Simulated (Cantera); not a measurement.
## SiF4 + NH3 (silicon nitride deposition)

Input: 1 mol SiF4, 13 mol NH3, at 773.15 K and 45000 Pa.

Equilibrium computed with Cantera from the NASA thermochemical tables; the gas is ideal and each condensed phase is pure. Candidate condensed phases: Si, Si3N4; 37 gas species. Kinetics and transport are ignored.

```yaml
x(H2): 0.722
x(N2): 0.241
x(SiF4): 0.0370
x(NH3): 0.000535
x(HF): 3.88e-5
x(SiHF3): 1.19e-5
n(Si3N4(s)): 6.05e-5 mol
gas_amount: 26.99 mol
log10 activity of Si(s) (absent): -10.37
```
